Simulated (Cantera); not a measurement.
A freely propagating, adiabatic, planar premixed flame of CH₄ : H₂ : O₂ : N₂ = 1 : 0.098 : 2.56 : 10.5 (molar parts), equivalence ratio 0.80, unburnt at 500 K and 0.560 bar; mixture-averaged transport, grid criteria slope 0.08 and curve 0.16, no radiation.

Computed with Cantera and GRI-Mech 3.0 (53 species, 325 reactions). Burning velocities carry a grid error of a few per cent, more on coarse grids.

x: mole fraction of selected species; z is measured from the peak of heat release.

```tsv
z (mm)	T (K)	u (m/s)	x CH₄	x H₂	x O₂	x C₂H₆	x N₂O	x CH₂CO
-2.09	500	0.795	0.0706	0.00722	0.181	1.60e-8	<1e-8	<1e-8
-1.39	502	0.798	0.0705	0.00779	0.181	3.01e-7	<1e-8	<1e-8
-1.05	507	0.808	0.0701	0.00849	0.180	2.08e-6	<1e-8	1.51e-8
-0.697	550	0.878	0.0675	0.00993	0.177	2.78e-5	<1e-8	2.41e-7
-0.348	854	1.38	0.0504	0.0125	0.154	0.000404	<1e-8	6.69e-6
-0.174	1205	1.95	0.0292	0.0138	0.122	0.000545	1.82e-8	2.95e-5
0	1551	2.53	0.00759	0.0128	0.0817	6.76e-5	4.35e-8	4.30e-5
0.174	1697	2.76	(withheld)	(withheld)	(withheld)	(withheld)	(withheld)	(withheld)
0.348	1742	2.83	2.88e-5	0.00702	0.0500	<1e-8	1.03e-7	3.51e-7
0.697	1796	2.90	6.33e-8	0.00632	0.0451	<1e-8	1.17e-7	<1e-8
1.39	1863	3.00	<1e-8	0.00545	0.0422	<1e-8	1.28e-7	<1e-8
2.79	1934	3.10	<1e-8	0.00390	0.0401	<1e-8	1.50e-7	<1e-8
5.58	1994	3.18	<1e-8	(withheld)	0.0383	<1e-8	(withheld)	<1e-8
```

Question: Fill in the missing entries.

Answer: 
- 0.174, x CH₄: 0.000628
- 0.174, x H₂: 0.00902
- 0.174, x O₂: 0.0582
- 0.174, x C₂H₆: 3.43e-7
- 0.174, x N₂O: 7.85e-8
- 0.174, x CH₂CO: 7.53e-6
- 5.58, x H₂: 0.00235
- 5.58, x N₂O: 1.78e-7
